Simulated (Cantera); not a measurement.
A perfectly stirred reactor is fed with 20.9 % CO, 17.8 % H₂, 12.9 % O₂, 48.5 % N₂, equivalence ratio 1.5, at 1.60 bar; it is adiabatic with a 448 K inlet, and is followed from long to short residence time, starting on the burning branch (τ in s: 0.31, 0.1, 0.033, 0.011, 0.0035, 0.0012, 0.00038, 0.00012, 4.1e-05).

Computed with Cantera and GRI-Mech 3.0 (53 species, 325 reactions).

Q: Predict: blow-out, bracketed by the residence times tried; x(CO) at τ = 0.310 s; x(H₂) at τ = 0.310 s; x(O₂) at τ = 0.310 s; x(NO₂) at τ = 0.310 s; x(H₂O) at τ = 0.310 s; x(CO) at τ = 3.50 ms; x(H₂) at τ = 3.50 ms; x(O₂) at τ = 3.50 ms; x(NO₂) at τ = 3.50 ms; x(H₂O) at τ = 3.50 ms.

A: 
```json
{
  "blow_out_bracketed_by_the_residence_times_tried": "burning at 41.0 µs, the shortest tried",
  "x(CO) at τ = 0.310 s": "0.120",
  "x(H₂) at τ = 0.310 s": "0.0292",
  "x(O₂) at τ = 0.310 s": "0.000312",
  "x(NO₂) at τ = 0.310 s": "2.64e-8",
  "x(H₂O) at τ = 0.310 s": "0.172",
  "x(CO) at τ = 3.50 ms": "0.121",
  "x(H₂) at τ = 3.50 ms": "0.0305",
  "x(O₂) at τ = 3.50 ms": "0.00242",
  "x(NO₂) at τ = 3.50 ms": "2.07e-8",
  "x(H₂O) at τ = 3.50 ms": "0.165"
}
```
